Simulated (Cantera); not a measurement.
A closed system holds: 1 mol SiF4, 0.6 mol O2, 11 mol N2, 0.36 mol H2O, at 550 °C and 14000 Pa.

Cantera equilibrium calculation (NASA polynomials, part measured and part estimated; ideal gas, pure solids and liquids). Candidate condensed phases: H2O, Si, SiO2, Si2N2O, Si3N4; 58 gas species. Kinetics and transport are ignored.

Base state: N2 0.842, SiF4 0.0687, O2 0.0459, HF 0.0312, H2O 0.0119 (mole fractions); condensed: SiO2(α-quartz).

What changes in the equilibrium state with this change: temperature from 550 °C to 1252 °C?


```csv
species,before,after
N2,0.842,0.837
SiF4,0.0687,0.0629
HF,0.0312,0.0529
H2O,0.0119,0.000938
O2,0.0459,0.0453
OH,<1e-9,1.05e-5
NO,1.42e-6,0.000661
"SiO2(α-quartz), mol",0.102,0
"SiO2(β-quartz), mol",0,0.174
```
The tables hold silica as quartz up to 1696 K and as liquid above; real silica turns to tridymite and cristobalite and melts near 1996 K.

What changes in the equilibrium state with this change: SiF4 replaced by TEOS?


| species | before | after |
|---|---|---|
| N2 | 0.842 | 0.479 |
| H2 | <1e-9 | 0.373 |
| CO | 0 | 0.0616 |
| SiF4 | 0.0687 | 0 |
| O2 | 0.0459 | <1e-9 |
| HF | 0.0312 | 0 |
| CO2 | 0 | 0.0255 |
| CH4 | 0 | 0.0181 |
| H2O | 0.0119 | 0.0426 |
| NH3 | <1e-9 | 5.26e-5 |
| SiO2(α-quartz), mol | 0.102 | 1.00 |
| C(graphite), mol | 0 | 5.59 |
The feed counts by its element totals alone. Further candidate phases: C, C6H6, C7H8, C8H18, SiC.
